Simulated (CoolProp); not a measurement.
Vapour-liquid equilibrium of isohexane (1) + n-heptane (2) at 66.55 °C; x and y are mole fractions of (1).

Model: multi-fluid Helmholtz-energy mixture model, Lemmon 2006 and Span 2003; pair parameters Bell 2016, in CoolProp.

| x | bubble pressure (MPa) | y at the bubble point | dew pressure at overall composition x (MPa) | liquid density (mol/L) |
|---|---|---|---|---|
| 0.05 | 0.04014 | 0.150 | 0.03713 | 6.452 |
| 0.125 | 0.04661 | 0.322 | 0.03934 | 6.498 |
| 0.2 | ? | 0.452 | 0.04183 | 6.545 |
| 0.275 | 0.05944 | 0.555 | 0.04464 | 6.591 |
| 0.35 | 0.06585 | 0.637 | 0.04785 | 6.639 |
| 0.425 | ? | 0.706 | 0.05155 | 6.687 |
| 0.5 | ? | 0.764 | ? | 6.735 |
| 0.575 | 0.08533 | 0.814 | 0.06091 | 6.784 |
| 0.65 | 0.09193 | 0.857 | 0.06695 | 6.833 |
| 0.725 | 0.09859 | 0.895 | 0.07428 | 6.882 |
| 0.8 | 0.1053 | 0.928 | 0.08336 | ? |
| 0.875 | 0.1121 | 0.958 | ? | 6.982 |
| 0.95 | 0.1189 | 0.984 | 0.1102 | 7.031 |

Complete the blanks.


- 0.2, bubble pressure (MPa): 0.05303
- 0.425, bubble pressure (MPa): 0.07230
- 0.5, bubble pressure (MPa): 0.07879
- 0.5, dew pressure at overall composition x (MPa): 0.05585
- 0.8, liquid density (mol/L): 6.932
- 0.875, dew pressure at overall composition x (MPa): 0.09493

No azeotrope shows between x = 0.05 and 0.95.

The pair parameters rest on a limited set of measurements; away from them the model extrapolates.
